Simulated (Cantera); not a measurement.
Input: 1 mol Si, 0.01 mol CO2, 350 mol H2, held at 2.10 mbar.

Cantera equilibrium calculation (NASA polynomials, part measured and part estimated; ideal gas, pure solids and liquids). Candidate condensed phases: C, C6H6, C7H8, C8H18, H2O, Si, SiC, SiO2; 123 gas species. Mutual solubility and eutectic melting of coexisting phases are not modelled. Rates play no part.

Task: At 1623 K, list the 4 most abundant gas species with their mole fractions, and the condensed phases.

Result: H2 0.998, H 0.00151, Si 7.45e-5, SiO 5.48e-5. Condensed: Si(s) + SiC(s).
